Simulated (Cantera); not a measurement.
A freely propagating, adiabatic, planar premixed flame of 47.9 % H2, 9.97 % O2, 37.5 % N2, 4.60 % H2O, unburnt at 450 K and 1.09 atm; unity-Lewis-number transport, grid criteria slope 0.08 and curve 0.16, no radiation.

Computed with Cantera and the H2/O2 subset of GRI-Mech 3.0, which has no nitrogen chemistry. Unity Lewis numbers drop preferential diffusion, which matters most where H2 and H carry the flame. Burning velocities carry a grid error of a few per cent, more on coarse grids.

Task: Predict: laminar burning velocity; thermal thickness; peak x(HO2); peak x(O); peak x(OH).

Result: 
| Quantity | Result |
|---|---|
| laminar burning velocity | 284 cm/s |
| thermal thickness | 0.336 mm |
| peak x(HO2) | 0.000294 |
| peak x(O) | 0.00121 |
| peak x(OH) | 0.00211 |
